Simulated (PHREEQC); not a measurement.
PHREEQC input (ion-association model, wateq4f.dat):

```
SOLUTION_MASTER_SPECIES
  Amm  AmmH+  0  AmmH  17.031  # ammonia with no redox link, constants of NH4+
SOLUTION_SPECIES
  AmmH+ = AmmH+
    -log_k 0
  AmmH+ = Amm + H+
    -log_k -9.252
    -delta_h 12.48 kcal
    -analytic 0.6322 -0.001225 -2835.76
    -gamma 2.5 0.0
  AmmH+ + SO4-2 = AmmHSO4-
    -log_k 1.11
    -gamma 5.0 0.0
PHASES
  Amm(g)
    Amm = Amm
    -log_k 1.770
    -delta_h -8.170 kcal
EXCHANGE_SPECIES
  AmmH+ + X- = AmmHX
    -log_k 0.6
SOLUTION 1
  temp 20
  units mol/kgw
  pH 7 charge
  Amm 0.04
  Si 0.0005
SOLUTION 2
  temp 20
  units mol/kgw
  pH 7 charge
  S(6) 0.0054
  Cs 0.0108
END
SELECTED_OUTPUT 1
  -reset false
  -pH true
  -pe true
  -ionic_strength true
  -water true
  -totals Amm Cs S Si S(-2) S(6)
  -molalities H+ Cs+ SO4-2 H4SiO4 H3SiO4- H2SiO4-2 HSO4- H2S HS- S-2
    O2 OH- AmmH+ Amm AmmHSO4-
  -equilibrium_phases SiO2(a)
PRINT
  -reset false
MIX 1
  1 1
  2 0
EQUILIBRIUM_PHASES 1
  SiO2(a) 0 0
  O2(g) -0.68 10
END
# ... the last block is repeated for the other 20 points of share of solution B
```

Selected output (columns that matter, 21 of 21 rows; share of solution B added in front):

```
share of solution B	pH	mu	Amm	Cs	S	Si	m_H+	m_Cs+	m_SO4-2	m_H4SiO4	m_H3SiO4-	m_OH-
0	10.962	0.0011103	0.04	0	0	0.0005	1.1313e-11	0	0	3.9154e-05	0.00045857	0.00064492
0.05	10.955	0.0018882	0.038	0.00054	0.00027	0.000475	1.1593e-11	0.00054	0.00026693	3.7333e-05	0.00043547	0.00064229
0.1	10.948	0.002664	0.036	0.00108	0.00054	0.00045	1.1877e-11	0.00108	0.00053423	3.5639e-05	0.00041227	0.00063695
0.15	10.94	0.0034383	0.034	0.00162	0.00081	0.000425	1.2176e-11	0.00162	0.00080184	3.4016e-05	0.000389	0.00062967
0.2	10.931	0.0042115	0.032	0.00216	0.00108	0.0004	1.2495e-11	0.00216	0.0010697	3.2437e-05	0.00036571	0.00062074
0.25	10.921	0.0049837	0.03	0.0027	0.00135	0.000375	1.2841e-11	0.0027	0.0013379	3.0886e-05	0.00034239	0.00061031
0.3	10.91	0.0057549	0.028	0.00324	0.00162	0.00035	1.3219e-11	0.00324	0.0016063	2.9352e-05	0.00031906	0.00059842
0.35	10.898	0.0065251	0.026	0.00378	0.00189	0.000325	1.3638e-11	0.00378	0.001875	2.7826e-05	0.00029572	0.00058506
0.4	10.885	0.0072943	0.024	0.00432	0.00216	0.0003	1.4107e-11	0.00432	0.0021439	2.6299e-05	0.00027239	0.00057015
0.45	10.87	0.0080623	0.022	0.00486	0.00243	0.000275	1.4637e-11	0.00486	0.002413	2.4764e-05	0.00024906	0.00055361
0.5	10.854	0.008829	0.02	0.0054	0.0027	0.00025	1.5245e-11	0.0054	0.0026824	2.3214e-05	0.00022575	0.00053529
0.55	10.836	0.0095943	0.018	0.00594	0.00297	0.000225	1.5951e-11	0.00594	0.0029521	2.1639e-05	0.00020246	0.00051498
0.6	10.815	0.010358	0.016	0.00648	0.00324	0.0002	1.6787e-11	0.00648	0.003222	2.003e-05	0.00017921	0.00049241
0.65	10.79	0.011119	0.014	0.00702	0.00351	0.000175	1.7798e-11	0.00702	0.0034921	1.8375e-05	0.00015599	0.0004672
0.7	10.762	0.011878	0.012	0.00756	0.00378	0.00015	1.9057e-11	0.00756	0.0037626	1.6657e-05	0.00013283	0.00043884
0.75	10.727	0.012634	0.01	0.0081	0.00405	0.000125	2.0682e-11	0.0081	0.0040334	1.4856e-05	0.00010975	0.00040654
0.8	10.684	0.013386	0.008	0.00864	0.00432	0.0001	2.2896e-11	0.00864	0.0043045	1.2936e-05	8.6781e-05	0.00036914
0.85	10.627	0.014131	0.006	0.00918	0.00459	7.5e-05	2.6165e-11	0.00918	0.0045762	1.0843e-05	6.3972e-05	0.00032462
0.9	10.544	0.014868	0.004	0.00972	0.00486	5e-05	3.1713e-11	0.00972	0.0048484	8.471e-06	4.143e-05	0.00026909
0.95	10.398	0.015586	0.002	0.01026	0.00513	2.5e-05	4.4533e-11	0.01026	0.0051218	5.5499e-06	1.9417e-05	0.00019248
1	7.1353	0.0162	0	0.0108	0.0054	0	8.1558e-08	0.0108	0.0054	0	0	1.0549e-07
```
